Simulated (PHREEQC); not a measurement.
Consider water at 25 °C with 26 mmol/kgw SrCl2 and 0.066 mmol/kgw CO2. Closed to the air; pH follows from the charge balance.

Computed with PHREEQC (ion-association model, phreeqc.dat).

Each row changes one thing in this solution. Precipitation was switched off in this run.

```json
[
 {"case": "as made", "pH": "5.24", "ionic strength (mol/kgw)": "0.0780"},
 {"case": "temperature from 25 to 20 °C", "pH": "5.26", "ionic strength (mol/kgw)": "0.0780"},
 {"case": "SrCl2 from 0.026 to 0.13 mol/kgw", "pH": "5.17", "ionic strength (mol/kgw)": "0.390"},
 {"case": "SrCl2 left out", "pH": "[?]", "ionic strength (mol/kgw)": "5.22e-6"},
 {"case": "CO2 from 6.6e-05 to 0.00033 mol/kgw", "pH": "4.88", "ionic strength (mol/kgw)": "0.0780"},
 {"case": "CO2 from 6.6e-05 to 9.9e-05 mol/kgw", "pH": "5.15", "ionic strength (mol/kgw)": "0.0780"},
 {"case": "0.0047 mol/kgw KCl added", "pH": "5.24", "ionic strength (mol/kgw)": "0.0827"},
 {"case": "SrCl2 from 0.026 to 0.039 mol/kgw", "pH": "5.23", "ionic strength (mol/kgw)": "[?]"},
 {"case": "CO2 left out", "pH": "6.97", "ionic strength (mol/kgw)": "0.0780"}
]
```

Some entries are withheld; supply them.


- SrCl2 left out, pH: 5.28
- SrCl2 from 0.026 to 0.039 mol/kgw, ionic strength (mol/kgw): 0.117
